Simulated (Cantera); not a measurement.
A Cantera script and what it prints.

```python
import numpy as np
import cantera as ct

gas_names = """
    Fe FeO Fe(OH)2 H HO2 H2 H2O H2O2 O OH O2 O3
""".split()
cond_names = """
    Fe(a) Fe(c) Fe(d) Fe(L) FeO(s) FeO(L) Fe(OH)2(s) Fe(OH)3(s) Fe2O3(s) Fe3O4(s) H2O(s) H2O(L)
""".split()


# ... load() reads the species with a 1 bar reference pressure and builds the phases ...
atoms = {
    'Fe2O3': {'Fe': 2, 'O': 3},
    'H2': {'H': 2},
}
top_T = {'Fe2O3(s)': 1830, 'Fe3O4(s)': 1870}  # K; cautious upper limits of use, not melting points


# ... equilibrate(T, P, feed) seeds the gas with the atoms and calls Mixture.equilibrate('TP', solver="vcs", rtol=1e-11, max_steps=5000) ...
results = []
feed = {'Fe2O3': 1, 'H2': 1.3}  # mol
P = 110  # Pa
for T in [1350, 1400, 1450, 1500, 1550, 1600, 1650, 1700]:
    mix = equilibrate(T, P, feed)
    results.append((T, P, feed, dict(zip(mix.species_names, mix.species_moles))))
    x = sorted(zip(gas.X, gas.species_names), reverse=True)
    print(f"T = {T:g} K  P = {P:g} Pa  gas = {mix.phase_moles(0):.4g} mol")
    print("   x: " + "  ".join(f"{s} {v:.3e}" for v, s in x if v > 1e-06))
    print("   condensed (mol): " + ("  ".join(f"{mix.phase(i).name} {mix.phase_moles(i):.4g}"
          for i in range(1, mix.n_phases) if mix.phase_moles(i) > 1e-12) or "none"))
```

It prints:

```
T = 1350 K  P = 110 Pa  gas = 1.3 mol
   x: H2O 7.692e-01  H2 2.307e-01  H 3.452e-05  Fe(OH)2 2.419e-06  OH 1.868e-06
   condensed (mol): FeO(s) 2
T = 1400 K  P = 110 Pa  gas = 1.3 mol
   x: H2O 7.692e-01  H2 2.307e-01  H 7.044e-05  OH 4.667e-06  Fe(OH)2 4.285e-06  Fe 1.567e-06
   condensed (mol): FeO(s) 2
T = 1450 K  P = 110 Pa  gas = 1.3 mol
   x: H2O 7.692e-01  H2 2.307e-01  H 1.370e-04  OH 1.095e-05  Fe(OH)2 7.290e-06  Fe 5.406e-06
   condensed (mol): FeO(s) 2
T = 1500 K  P = 110 Pa  gas = 1.3 mol
   x: H2O 7.691e-01  H2 2.306e-01  H 2.549e-04  OH 2.427e-05  Fe 1.711e-05  Fe(OH)2 1.196e-05
   condensed (mol): FeO(s) 2
T = 1550 K  P = 110 Pa  gas = 1.3 mol
   x: H2O 7.690e-01  H2 2.304e-01  H 4.559e-04  OH 5.113e-05  Fe 5.010e-05  Fe(OH)2 1.899e-05
   condensed (mol): FeO(s) 2
T = 1600 K  P = 110 Pa  gas = 1.301 mol
   x: H2O 7.688e-01  H2 2.302e-01  H 7.864e-04  Fe 1.366e-04  OH 1.029e-04  Fe(OH)2 2.925e-05  FeO 2.724e-06
   condensed (mol): FeO(s) 2
T = 1650 K  P = 110 Pa  gas = 1.301 mol
   x: H2O 7.685e-01  H2 2.296e-01  H 1.313e-03  Fe 3.493e-04  OH 1.985e-04  Fe(OH)2 4.386e-05  FeO 8.380e-06  O2 1.403e-06
   condensed (mol): FeO(L) 1.999
T = 1700 K  P = 110 Pa  gas = 1.303 mol
   x: H2O 7.680e-01  H2 2.286e-01  H 2.124e-03  Fe 7.987e-04  OH 3.687e-04  Fe(OH)2 6.089e-05  FeO 2.285e-05  O2 4.142e-06  O 2.743e-06
   condensed (mol): FeO(L) 1.999
```

Method: chemical equilibrium by Gibbs-energy minimisation in Cantera with the NASA 1993 tables (ideal gas, pure condensed phases). The tables' stoichiometric FeO is somewhat more stable than real wüstite, so its field is too wide. FeO: taken at fixed stoichiometry.
